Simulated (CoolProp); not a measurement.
Computed with CoolProp (reference Helmholtz-energy equation of state, Thol 2018).

Problem. Give the vapour pressure (kPa), liquid density (kg/m³), vapour density (kg/m³), enthalpy of vaporisation (kJ/kg) of saturated hydrogen chloride at 265.9 K.

Solution. 
```
T (K)  p (kPa)  liquid density (kg/m³)  vapour density (kg/m³)  enthalpy of vaporisation (kJ/kg)
-----  -------  ----------------------  ----------------------  --------------------------------
265.9     2130                     956                    45.2                               328
```
